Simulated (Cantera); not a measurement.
A closed system holds: 1 mol AlCl₃, 7.6 mol H₂O, a varied amount of N₂, equilibrated at 1223 K and 0.0300 bar.

Equilibrium computed with Cantera from the NASA thermochemical tables; the gas is ideal and each condensed phase is pure. Candidate condensed phases: Al, AlCl₃, AlN, Al₂O₃, H₂O, NH₄Cl; 45 gas species. The numbers say what is thermodynamically allowed, not how fast it happens.

Q: At 4 mol N₂, list the 5 most abundant gas species with their mole fractions, and the condensed phases.

A: H₂O 0.466, N₂ 0.305, HCl 0.229, Cl 5.66e-5, H₂ 3.66e-5. Condensed: Al₂O₃(s).
